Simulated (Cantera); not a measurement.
## Adiabatic ignition

An adiabatic, constant-pressure homogeneous reactor starts with CH4 : CO : O2 : N2 = 1 : 0.19 : 1.61 : 14.2 (molar parts), equivalence ratio 1.3, at 1050 K and 51000 Pa.

Computed with Cantera and GRI-Mech 3.0 (53 species, 325 reactions).

```json
[
 {"t (s)": "7.00e-6", "T (K)": "1050", "x CH4": "0.0588", "x CO": "0.0112", "x O2": "0.0947", "x C2H2": "<1e-12", "x H2O": "3.47e-12"},
 {"t (s)": "2.21e-5", "T (K)": "1050", "x CH4": "0.0588", "x CO": "0.0112", "x O2": "0.0947", "x C2H2": "<1e-12", "x H2O": "2.62e-11"},
 {"t (s)": "7.00e-5", "T (K)": "1050", "x CH4": "0.0588", "x CO": "0.0112", "x O2": "0.0947", "x C2H2": "<1e-12", "x H2O": "1.11e-10"},
 {"t (s)": "0.000221", "T (K)": "1050", "x CH4": "0.0588", "x CO": "0.0112", "x O2": "0.0947", "x C2H2": "<1e-12", "x H2O": "4.00e-10"},
 {"t (s)": "0.000700", "T (K)": "1050", "x CH4": "0.0588", "x CO": "0.0112", "x O2": "0.0947", "x C2H2": "<1e-12", "x H2O": "1.52e-9"},
 {"t (s)": "0.00221", "T (K)": "1050", "x CH4": "0.0588", "x CO": "0.0112", "x O2": "0.0947", "x C2H2": "<1e-12", "x H2O": "7.25e-9"},
 {"t (s)": "0.00700", "T (K)": "1050", "x CH4": "0.0588", "x CO": "0.0112", "x O2": "0.0947", "x C2H2": "<1e-12", "x H2O": "4.91e-8"},
 {"t (s)": "0.0221", "T (K)": "1050", "x CH4": "0.0588", "x CO": "0.0112", "x O2": "0.0947", "x C2H2": "<1e-12", "x H2O": "4.43e-7"},
 {"t (s)": "0.0700", "T (K)": "1050", "x CH4": "0.0588", "x CO": "0.0112", "x O2": "0.0947", "x C2H2": "<1e-12", "x H2O": "3.32e-6"},
 {"t (s)": "0.221", "T (K)": "1050", "x CH4": "0.0588", "x CO": "0.0112", "x O2": "0.0947", "x C2H2": "2.43e-12", "x H2O": "1.58e-5"},
 {"t (s)": "0.700", "T (K)": "1051", "x CH4": "0.0587", "x CO": "0.0112", "x O2": "0.0946", "x C2H2": "8.65e-11", "x H2O": "8.24e-5"},
 {"t (s)": "2.21", "T (K)": "1059", "x CH4": "0.0575", "x CO": "0.0114", "x O2": "0.0937", "x C2H2": "2.77e-8", "x H2O": "0.00115"},
 {"t (s)": "7.00", "T (K)": "1979", "x CH4": "<1e-12", "x CO": "0.0345", "x O2": "2.33e-6", "x C2H2": "<1e-12", "x H2O": "0.0936"}
]
```
x: mole fraction; the columns are a selection and need not sum to one.

time of steepest temperature rise: 2.92 s
temperature at 7.00 s: 1979 K
equilibrium temperature: 1979 K
x(CH4) at 7.00 s: <1e-12 (gas-phase equilibrium <1e-12)
x(CO) at 7.00 s: 0.0345 (gas-phase equilibrium 0.0345)
x(O2) at 7.00 s: 2.33e-6 (gas-phase equilibrium 2.33e-6)
